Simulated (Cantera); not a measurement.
Equilibrium for silicon oxide and oxynitride deposition: SiH₂Cl₂ + NO + H₂ + O₃

Charge: 1 mol SiH₂Cl₂, 30 mol NO, 5.2 mol H₂, 0.12 mol O₃, equilibrated at 1625 K and 280 Pa.

Method: chemical equilibrium by Gibbs-energy minimisation in Cantera with the NASA 1993 tables (ideal gas, pure condensed phases). Candidate condensed phases: H₂O, NH₄Cl, Si, SiO₂, Si₂N₂O, Si₃N₄; 47 gas species. The tables hold silica as quartz up to 1696 K and as liquid above; real silica turns to tridymite and cristobalite and melts near 1996 K. Kinetics and transport are ignored.

```
Item                                 Result
--------------------------------  ---------
x(N₂)                                 0.442
x(O₂)                                 0.339
x(H₂O)                                0.157
x(HCl)                               0.0511
x(Cl)                               0.00798
x(NO)                               0.00205
x(OH)                               0.00131
x(O)                               0.000214
x(H₂)                               4.52e-5
n(SiO₂(β-quartz))                 1.000 mol
gas amount                        33.86 mol
log10 activity of Si(s) (absent)     -16.97
```
